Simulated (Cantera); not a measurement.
Charge: 1 mol B, 0.6 mol N₂, at 1352 °C and 0.100 bar.

Method: chemical equilibrium by Gibbs-energy minimisation in Cantera with the NASA 1993 tables (ideal gas, pure condensed phases). Candidate condensed phases: B, BN; 5 gas species. Equilibrium is a limit: real reactors are often held back by kinetics, nucleation or transport.

Base state: N₂ 1.00 (mole fractions); condensed: BN(s).

**Question.** What changes in the equilibrium state with this change: 0.00074 mol O₂ added?

**Answer.** 
```
species       before     after
------------  ------  --------
N₂              1.00     0.998
B₂O₃               0   0.00227
B₂O₂               0   8.91e-5
BO                 0   1.98e-5
BN(s), mol      1.00     0.999
B₂O₃(l), mol       0  0.000258
```
Mutual solubility and eutectic melting of coexisting phases are not modelled. Further candidate phases: B₂O₃.

**Question.** What changes in the equilibrium state with this change: 0.00035 mol HF added?

**Answer.** 
```json
[
 {"species": "N₂", "before": "1.00", "after": "0.997"},
 {"species": "H₂", "before": "0", "after": "0.00151"},
 {"species": "BF₃", "before": "0", "after": "0.000958"},
 {"species": "HF", "before": "0", "after": "0.000447"},
 {"species": "BF₂", "before": "0", "after": "7.25e-5"},
 {"species": "BN(s), mol", "before": "1.00", "after": "1.000"}
]
```
The tables' values for BF₂ are old estimates; treat these amounts as uncertain.
